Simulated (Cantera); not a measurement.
An isothermal, constant-pressure homogeneous reactor starts with C₂H₆ : H₂ = 1 : 2.8 (molar parts), at 1475 K and 1.00 bar. Integrator tolerance rtol = 1e-08.

Computed with Cantera and GRI-Mech 3.0 (53 species, 325 reactions). GRI-Mech 3.0 stops at C3 and has no aromatics, soot or wall deposition, so with more carbon than oxygen in the feed, carbon stays in small species such as C2H2 where larger ones or solid carbon would form.

### Question
What does this change do: temperature 1475 to 1125 K?

### Answer
```json
[
 {"quantity": "x(C₂H₆) at 6.00 s", "before": "0.000165 (gas-phase equilibrium 0.000165)", "after": "0.0232 (gas-phase equilibrium 0.000269)"},
 {"quantity": "x(H₂) at 6.00 s", "before": "0.694 (gas-phase equilibrium 0.694)", "after": "0.646 (gas-phase equilibrium 0.476)"},
 {"quantity": "x(C₂H₂) at 6.00 s", "before": "0.0902 (gas-phase equilibrium 0.0902)", "after": "0.00356 (gas-phase equilibrium 7.14e-5)"},
 {"quantity": "x(C₂H) at 6.00 s", "before": "2.27e-9 (gas-phase equilibrium 2.27e-9)", "after": "<1e-12 (gas-phase equilibrium <1e-12)"},
 {"quantity": "x(C₂H₄) at 6.00 s", "before": "0.0227 (gas-phase equilibrium 0.0227)", "after": "0.0929 (gas-phase equilibrium 0.00143)"}
]
```

### Question
What does this change do: pressure from 1.00 bar to 0.00250 bar?

### Answer
```tsv
quantity	before	after
x(C₂H₆) at 6.00 s	0.000165 (gas-phase equilibrium 0.000165)	2.01e-5 (gas-phase equilibrium 2.80e-9)
x(H₂) at 6.00 s	0.694 (gas-phase equilibrium 0.694)	0.708 (gas-phase equilibrium 0.827)
x(C₂H₂) at 6.00 s	0.0902 (gas-phase equilibrium 0.0902)	0.114 (gas-phase equilibrium 0.172)
x(C₂H) at 6.00 s	2.27e-9 (gas-phase equilibrium 2.27e-9)	2.53e-8 (gas-phase equilibrium 7.94e-8)
x(C₂H₄) at 6.00 s	0.0227 (gas-phase equilibrium 0.0227)	0.00102 (gas-phase equilibrium 0.000129)
```
Radical loss at walls, strong at low pressure, is not modelled.
